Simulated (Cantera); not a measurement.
Oxide etching and cleaning by halides: MgO + HCl + O₂

A closed system holds: 1 mol MgO, 2.8 mol HCl, a varied amount of O₂, equilibrated at 1525 °C and 2.70e-5 bar.

These are equilibrium values from Cantera (NASA tables, ideal gas, pure condensed phases), not measurements of a reactor. Candidate condensed phases: H₂O, Mg, MgCl₂, MgO, Mg(OH)₂; 22 gas species. Kinetics and transport are ignored.

From 0.14 mol O₂ to 12 mol O₂ the condensed part is MgO(s). The main Mg-bearing gas is MgCl₂ throughout. The share of Mg in condensed phases is highest at 12 mol O₂ (96.2 %) and lowest at 0.14 mol O₂ (76.5 %).

| n(O₂) (mol) | x O₂ | x HCl | x Cl | x H₂O | x MgCl₂ | x O | x H₂ | x OH | n MgO(s) |
|---|---|---|---|---|---|---|---|---|---|
| 0.14 | 0.00568 | 0.540 | 0.201 | 0.144 | 0.0704 | 0.00173 | 0.0195 | 0.00461 | 0.765 |
| 0.24 | 0.0185 | 0.499 | 0.239 | 0.157 | 0.0555 | 0.00313 | 0.0117 | 0.00645 | 0.810 |
| 0.42 | 0.0529 | 0.443 | 0.271 | 0.163 | 0.0420 | 0.00529 | 0.00723 | 0.00856 | 0.848 |
| 0.74 | 0.118 | 0.378 | 0.284 | 0.161 | 0.0310 | 0.00790 | 0.00477 | 0.0104 | 0.877 |
| 1.3 | 0.216 | 0.305 | 0.277 | 0.149 | 0.0218 | 0.0107 | 0.00327 | 0.0116 | 0.900 |
| 2.3 | 0.346 | 0.228 | 0.250 | 0.129 | 0.0141 | 0.0135 | 0.00224 | 0.0122 | 0.920 |
| 4 | 0.487 | 0.158 | 0.210 | 0.104 | 0.00831 | 0.0161 | 0.00152 | 0.0119 | 0.936 |
| 7 | 0.624 | 0.0990 | 0.162 | 0.0779 | 0.00439 | 0.0182 | 0.00101 | 0.0110 | 0.951 |
| 12 | 0.734 | 0.0582 | 0.118 | 0.0550 | 0.00215 | 0.0197 | 0.000654 | 0.00959 | 0.962 |
x: gas mole fraction; n: condensed amount in mol.
